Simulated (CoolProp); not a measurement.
Model: reference Helmholtz-energy equation of state, Leachman 2009, in CoolProp.

Q: Give the vapour pressure (MPa), liquid density (kg/m³), enthalpy of vaporisation (kJ/kg), surface tension (mN/m) of saturated normal hydrogen at -246.75, -243.15 °C.

A: 
```
T (°C)   p (MPa)  liquid density (kg/m³)  enthalpy of vaporisation (kJ/kg)  surface tension (mN/m)
-------  -------  ----------------------  --------------------------------  ----------------------
-246.75    0.426                    62.4                               388                   0.896
-243.15    0.804                    54.5                               301                   0.345
```

Surface tension comes from a separate correlation (Mulero 2012).
